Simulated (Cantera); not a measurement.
## Abatement and gas-phase synthesis: HBr + O₂

Input: 1 mol HBr, 1.9 mol O₂, equilibrated at 0.100 bar.

Equilibrium computed with Cantera from the NASA thermochemical tables; the gas is ideal and each condensed phase is pure. Candidate condensed phases: Br₂, H₂O; 12 gas species. Equilibrium is a limit: real reactors are often held back by kinetics, nucleation or transport.

From 1450 K to 2275 K nothing is condensed.

| T (K) | log p O₂ | log p Br | log p H₂O | log p Br₂ | log p HBr | log p OH |
|---|---|---|---|---|---|---|
| 1450 | -1.24 | -1.75 | -1.82 | -2.21 | -2.42 | -4.85 |
| 1525 | -1.25 | -1.67 | -1.83 | -2.40 | -2.40 | -4.57 |
| 1600 | -1.26 | -1.62 | -1.84 | -2.62 | -2.40 | -4.32 |
| 1675 | -1.26 | -1.59 | -1.85 | -2.85 | -2.41 | -4.08 |
| 1750 | -1.27 | -1.57 | -1.85 | -3.08 | -2.43 | -3.87 |
| 1825 | -1.27 | -1.56 | -1.85 | -3.31 | -2.46 | -3.67 |
| 1900 | -1.27 | -1.55 | -1.85 | -3.52 | -2.48 | -3.48 |
| 1975 | -1.27 | -1.55 | -1.85 | -3.72 | -2.51 | -3.32 |
| 2050 | -1.27 | -1.54 | -1.85 | -3.91 | -2.53 | -3.16 |
| 2125 | -1.28 | -1.54 | -1.85 | -4.09 | -2.56 | -3.02 |
| 2200 | -1.28 | -1.54 | -1.86 | -4.25 | -2.58 | -2.88 |
| 2275 | -1.28 | -1.54 | -1.87 | -4.41 | -2.61 | -2.76 |
log p: log10 of the partial pressure in bar; nothing condenses.
